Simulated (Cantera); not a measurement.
Input (Python, Cantera):

```python
import numpy as np
import cantera as ct

gas = ct.Solution("gri30.yaml")
gas.TPX = 1350, 120, {'C2H6': 1, 'N2': 21, 'H2O': 0.49}
reactor = ct.IdealGasConstPressureReactor(gas, energy="off", clone=False)
net = ct.ReactorNet([reactor])
net.rtol, net.atol = 1e-08, 1e-18
show = ['C2H6', 'H', 'C2H4', 'C2H2', 'CH3']
times = np.geomspace(0.0009, 3, 12)

steps = ct.SolutionArray(gas, extra=["t"])
rows = []
print(f"{'t/s':>10s}{'T/K':>9s}{'P/Pa':>11s}" + "".join(f"{s:>11s}" for s in show))
for t in times:
    while net.time < t:
        t_next = net.step()
        steps.append(gas.state, t=t_next)
    rows.append([np.interp(t, steps.t, y) for y in (steps.T, steps.P, *steps(*show).X.T)])
    print(f"{t:10.3e}{rows[-1][0]:9.1f}{rows[-1][1]:11.4g}" + "".join(f"{x:11.3e}" for x in rows[-1][2:]))
rate = np.gradient(steps.T, steps.t)
print("integrator steps:", len(steps.t))
if steps.T.max() > steps.T[0] + 200:
    print(f"time of steepest temperature rise: {steps.t[rate.argmax()]:.4e} s")
gas.TPX = 1350, 120, {'C2H6': 1, 'N2': 21, 'H2O': 0.49}
gas.equilibrate("TP")
print(f"equilibrium (TP): T = {gas.T:.1f} K  " + "  ".join(f"{s} {gas[s].X[0]:.3e}" for s in show))
```

Output:

```
       t/s      T/K       P/Pa       C2H6          H       C2H4       C2H2        CH3
 9.000e-04   1350.0        120  4.443e-02  5.386e-08  8.679e-08  2.233e-13  5.818e-05
 1.881e-03   1350.0        120  4.440e-02  2.985e-07  7.576e-07  4.921e-12  1.205e-04
 3.933e-03   1350.0        120  4.432e-02  1.505e-06  6.715e-06  1.590e-10  2.469e-04
 8.223e-03   1350.0        120  4.409e-02  6.856e-06  5.989e-05  8.523e-09  4.944e-04
 1.719e-02   1350.0        120  4.328e-02  2.345e-05  4.768e-04  5.215e-07  9.673e-04
 3.594e-02   1350.0        120  4.028e-02  4.805e-05  2.534e-03  1.724e-05  1.896e-03
 7.513e-02   1350.0        120  3.150e-02  8.500e-05  8.990e-03  2.802e-04  3.180e-03
 1.571e-01   1350.0        120  1.456e-02  1.379e-04  2.015e-02  2.508e-03  3.326e-03
 3.283e-01   1350.0        120  2.075e-03  1.524e-04  2.226e-02  1.019e-02  1.484e-03
 6.864e-01   1350.0        120  1.550e-04  7.339e-05  1.576e-02  1.837e-02  4.619e-04
 1.435e+00   1350.0        120  1.921e-05  3.478e-05  1.075e-02  2.350e-02  1.957e-04
 3.000e+00   1350.0        120  4.842e-06  1.892e-05  7.099e-03  2.714e-02  9.987e-05
integrator steps: 917
equilibrium (TP): T = 1350.0 K  C2H6 8.287e-12  H 2.291e-05  C2H4 2.048e-06  C2H2 1.044e-02  CH3 9.437e-08
```

Detailed kinetics in Cantera: GRI-Mech 3.0 (53 species, 325 reactions). GRI-Mech 3.0 stops at C3 and has no aromatics, soot or wall deposition, so with more carbon than oxygen in the feed, carbon stays in small species such as C2H2 where larger ones or solid carbon would form. Radical loss at walls, strong at low pressure, is not modelled.
